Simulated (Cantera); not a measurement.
A perfectly stirred reactor is fed with H2 : O2 : N2 = 0.51 : 1 : 1.4 (molar parts), equivalence ratio 0.26, at 0.330 bar; it is held at 1423 K, and followed from long to short residence time.

Model: GRI-Mech 3.0 (53 species, 325 reactions), integrated in Cantera. The temperature is held fixed by assumption; the heat of reaction is taken as removed at once.

One state of this run: x H2 = 0.00573; x O2 = 0.275; x NO2 = 1.39e-9; x NO = 2.84e-6; x HO2 = 4.71e-5. x: mole fraction; the columns are a selection and need not sum to one.

### Question
Which value of τ (s) does it belong to?
(A) 0.00071
(B) 0.0014
(C) 0.21
(D) 0.025

### Answer
A, 0.00071
